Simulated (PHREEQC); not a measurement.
Consider water at 25 °C with 5.2 mol/kgw LiCl and 0.2 mol/kgw SrCl2. Closed to the air; pH follows from the charge balance.

All values are PHREEQC results (Pitzer model, pitzer.dat), not measurements.

Precipitation was switched off in this run.

Task: What activity of water does the model give?

Result: activity of water 0.713.

Species that the database lacks are ignored.
